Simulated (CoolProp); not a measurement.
Carbon monoxide along the isotherm 79.4 K: fugacity coefficient from the reference equation and from simpler models built on Tc = 132.9 K, pc = 3498 kPa, ω = 0.050; each cubic takes its own stable root.

Computed with CoolProp (reference Helmholtz-energy equation of state, Lemmon 2006). It is a short technical equation, of lower accuracy than the large ones.

| p (kPa) | phase | reference | van der Waals | Redlich-Kwong | Peng-Robinson |
|---|---|---|---|---|---|
| 1460 | liquid | 0.05552 | 0.2041 | 0.04922 | 0.05631 |
| 2920 | liquid | 0.02997 | 0.1141 | 0.02656 | 0.03014 |
| 4370 | liquid | 0.02161 | 0.08512 | 0.01914 | 0.02154 |
| 5830 | liquid | 0.01748 | 0.07121 | 0.01547 | 0.01727 |
| 7290 | liquid | 0.01508 | 0.06351 | 0.01334 | 0.01477 |
| 8750 | liquid | 0.01355 | 0.05897 | 0.01198 | 0.01316 |
| 10200 | liquid | 0.01252 | 0.05630 | 0.01107 | 0.01206 |
| 11700 | liquid | 0.01179 | 0.05479 | 0.01042 | 0.01126 |
| 13100 | liquid | 0.01132 | 0.05420 | 0.009989 | 0.01072 |
| 14600 | liquid | 0.01096 | 0.05423 | 0.009670 | 0.01029 |
| 16000 | liquid | 0.01074 | 0.05476 | 0.009470 | 0.01000 |
| 17500 | liquid | 0.01060 | 0.05578 | 0.009337 | 0.009785 |
